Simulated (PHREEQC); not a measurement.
Make-up at 27 °C: 0.003 mol ZnCl2 and 0.048 mol Na2SO4 per kg of water. Closed to the air; pH follows from the charge balance.

Computed with PHREEQC (ion-association model, wateq4f.dat).

This is a speciation only: nothing precipitates in the calculation.

Question: Order these Zn species by the share of Zn that they hold, largest first: Zn(SO4)2-2, ZnSO4, ZnCl+, Zn+2.

Answer: ZnSO4 (45 %), Zn+2 (40 %), Zn(SO4)2-2 (15 %), ZnCl+ (0.26 %)

The pH is 6.28 and the ionic strength 0.134 mol/kgw. Species that the database lacks are ignored.
